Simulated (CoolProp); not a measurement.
Vapour-liquid equilibrium of n-octane (1) + p-xylene (2) at 385.2 K; x and y are mole fractions of (1).

Values from CoolProp's multi-fluid Helmholtz-energy mixture model, Beckmüller 2019 and Zhou 2012; pair parameters Bell 2016.

```
x     bubble pressure, mixture model (kPa)  bubble pressure, Raoult's law (kPa)  y, mixture model  y, Raoult's law
----  ------------------------------------  -----------------------------------  ----------------  ---------------
0.05                                 49.42                                48.48             0.086            0.071
0.2                                  54.37                                51.62             0.290            0.265
0.35                                 58.21                                54.76             0.448            0.437
0.5                                  61.30                                57.90             0.583            0.590
0.65                                 63.86                                61.04             0.709            0.728
0.8                                  66.01                                64.18             0.832            0.852
0.95                                 67.83                                67.32             0.958            0.965
```

The largest gap from Raoult's law is +6.3 % in bubble pressure, at x = 0.35. No azeotrope shows between x = 0.05 and 0.95.

Pair parameters are fitted to limited data, so mixtures are less certain than the pure fluids.
